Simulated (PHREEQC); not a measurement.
Dissolve 65 mmol/kgw NH4Br, 0.95 mmol/kgw BaCl2 and 1.2 mmol/kgw KBr at 20 °C. Closed to the air; pH follows from the charge balance.

All values are PHREEQC results (ion-association model, wateq4f.dat), not measurements.

Problem. The ionic strength comes out as 0.0691 mol/kgw. What activity coefficients do Br-, NH4+, K+, Ba+2, Cl- get?

Solution. Br- 0.80, NH4+ 0.80, K+ 0.79, Ba+2 0.42, Cl- 0.79.

This is a speciation only: nothing precipitates in the calculation. Species that the database lacks are ignored.
